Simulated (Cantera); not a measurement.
Feed: 1 mol CHF3, 0.62 mol CH4, 8.1 mol H2, at 188 Torr.

Equilibrium computed with Cantera from the NASA thermochemical tables; the gas is ideal and each condensed phase is pure. Candidate condensed phases: C, C6H6, C7H8, C8H18; 95 gas species. Kinetics and transport are ignored.

x: gas mole fraction; n: condensed amount in mol.

```json
[
 {"T (°C)": "1575", "x H2": "0.734", "x HF": "0.264", "x H": "0.000909", "x C2H2 (acetylene)": "0.000189", "x CH4": "8.88e-5", "x CH3": "2.21e-6", "x F": "6.90e-8", "n C(graphite)": "1.61"},
 {"T (°C)": "1600", "x H2": "0.734", "x HF": "0.264", "x H": "0.00111", "x C2H2 (acetylene)": "0.000229", "x CH4": "8.21e-5", "x CH3": "2.49e-6", "x F": "9.44e-8", "n C(graphite)": "1.61"},
 {"T (°C)": "1625", "x H2": "0.734", "x HF": "0.264", "x H": "0.00134", "x C2H2 (acetylene)": "0.000276", "x CH4": "7.61e-5", "x CH3": "2.78e-6", "x F": "1.28e-7", "n C(graphite)": "1.61"},
 {"T (°C)": "1650", "x H2": "0.734", "x HF": "0.264", "x H": "(withheld)", "x C2H2 (acetylene)": "(withheld)", "x CH4": "7.07e-5", "x CH3": "(withheld)", "x F": "(withheld)", "n C(graphite)": "1.61"},
 {"T (°C)": "1675", "x H2": "0.733", "x HF": "0.264", "x H": "(withheld)", "x C2H2 (acetylene)": "(withheld)", "x CH4": "6.58e-5", "x CH3": "(withheld)", "x F": "(withheld)", "n C(graphite)": "1.61"},
 {"T (°C)": "1700", "x H2": "0.733", "x HF": "0.264", "x H": "0.00231", "x C2H2 (acetylene)": "0.000469", "x CH4": "6.13e-5", "x CH3": "3.84e-6", "x F": "3.06e-7", "n C(graphite)": "1.61"},
 {"T (°C)": "1725", "x H2": "0.732", "x HF": "0.264", "x H": "0.00275", "x C2H2 (acetylene)": "0.000555", "x CH4": "5.72e-5", "x CH3": "4.25e-6", "x F": "4.04e-7", "n C(graphite)": "1.61"},
 {"T (°C)": "1750", "x H2": "0.732", "x HF": "0.264", "x H": "0.00325", "x C2H2 (acetylene)": "0.000654", "x CH4": "5.35e-5", "x CH3": "4.69e-6", "x F": "5.29e-7", "n C(graphite)": "1.60"},
 {"T (°C)": "1775", "x H2": "0.731", "x HF": "0.264", "x H": "0.00383", "x C2H2 (acetylene)": "0.000767", "x CH4": "5.01e-5", "x CH3": "5.16e-6", "x F": "6.88e-7", "n C(graphite)": "1.60"},
 {"T (°C)": "1800", "x H2": "0.731", "x HF": "0.264", "x H": "0.00450", "x C2H2 (acetylene)": "0.000895", "x CH4": "4.70e-5", "x CH3": "5.66e-6", "x F": "8.89e-7", "n C(graphite)": "1.60"},
 {"T (°C)": "1825", "x H2": "0.730", "x HF": "0.264", "x H": "0.00526", "x C2H2 (acetylene)": "0.00104", "x CH4": "4.41e-5", "x CH3": "6.20e-6", "x F": "1.14e-6", "n C(graphite)": "1.60"}
]
```

### Question
Fill in the missing entries.

### Answer

- 1650, x H: 0.00161
- 1650, x C2H2 (acetylene): 0.000331
- 1650, x CH3: 3.11e-6
- 1650, x F: 1.73e-7
- 1675, x H: 0.00194
- 1675, x C2H2 (acetylene): 0.000395
- 1675, x CH3: 3.46e-6
- 1675, x F: 2.31e-7
